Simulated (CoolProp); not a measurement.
The fluid at 298.59 K and 0.294 MPa flows at 0.5 m/s in a round tube of 50 mm bore and 1.5 µm roughness, fully developed (64/Re and Nu = 3.66 if laminar; Colebrook and Gnielinski if turbulent). The same conditions are run with several fluids, on thermodynamics alone (safety and materials aside).

The numbers come from the reference Helmholtz-energy equation of state of each fluid (C3F8 (R218): Lemmon 2006; dry air: Lemmon 2000; R143a: Lemmon and Jacobsen 2000; normal hydrogen: Leachman 2009; R404A: Lemmon 2003) in CoolProp. Blends and air are pseudo-pure fits.

### Question
Rank C3F8 (R218), dry air, R143a, normal hydrogen, R404A by Reynolds number, highest first.

### Answer
C3F8 (R218) (48600), R404A (24800), R143a (23400), dry air (4640), normal hydrogen (669)

```json
[
 {"fluid": "C3F8 (R218)", "Darcy friction factor": "0.0211", "pressure drop (Pa/m)": "1.26", "heat-transfer coefficient (W/(m² K))": "27.7", "mass flow (kg/h)": "84.1"},
 {"fluid": "dry air", "Darcy friction factor": "0.0382", "pressure drop (Pa/m)": "0.328", "heat-transfer coefficient (W/(m² K))": "7.92", "mass flow (kg/h)": "12.1"},
 {"fluid": "R143a", "Darcy friction factor": "0.0250", "pressure drop (Pa/m)": "0.654", "heat-transfer coefficient (W/(m² K))": "17.8", "mass flow (kg/h)": "37.0"},
 {"fluid": "normal hydrogen", "Darcy friction factor": "0.0957", "pressure drop (Pa/m)": "0.0570", "heat-transfer coefficient (W/(m² K))": "13.6", "mass flow (kg/h)": "0.842"},
 {"fluid": "R404A", "Darcy friction factor": "0.0246", "pressure drop (Pa/m)": "0.749", "heat-transfer coefficient (W/(m² K))": "18.0", "mass flow (kg/h)": "43.0"}
]
```

Transport values come from each fluid's own correlations; those of C3F8 (R218), R143a are estimates that may be off by 10 % or more.
